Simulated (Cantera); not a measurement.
A closed system holds: 1 mol Si₃N₄, 0.024 mol CO₂, 8 mol N₂, at 1925 °C.

These are equilibrium values from Cantera (NASA tables, ideal gas, pure condensed phases), not measurements of a reactor. Candidate condensed phases: C, Si, SiC, SiO₂, Si₂N₂O, Si₃N₄; 34 gas species. Mutual solubility and eutectic melting of coexisting phases are not modelled. The numbers say what is thermodynamically allowed, not how fast it happens.

Question: Which condensed phases are stable at each of these points (P (Pa)): 0.100, 0.750, 5.60, 42, 320, 2400, 18000, 130000, 1000000?

Answer: 
| P (Pa) | condensed phases | Si condensed (%) |
|---|---|---|
| 0.100 | gas only | 0.0 |
| 0.750 | gas only | 0.0 |
| 5.60 | gas only | 0.0 |
| 42 | gas only | 0.0 |
| 320 | Si(l) | 51.6 |
| 2400 | Si(l) | 92.8 |
| 18000 | Si(l) + SiC(s) | 98.2 |
| 130000 | Si(l) + SiC(s) | 98.9 |
| 1000000 | Si₃N₄(s) | 99.2 |

From 0.100 Pa to 42.0 Pa nothing is condensed. From 3.20 mbar to 24.0 mbar the condensed part is Si(l). From 0.180 bar to 1.30 bar the condensed part is Si(l) + SiC(s). At 10.0 bar the condensed part is Si₃N₄(s).
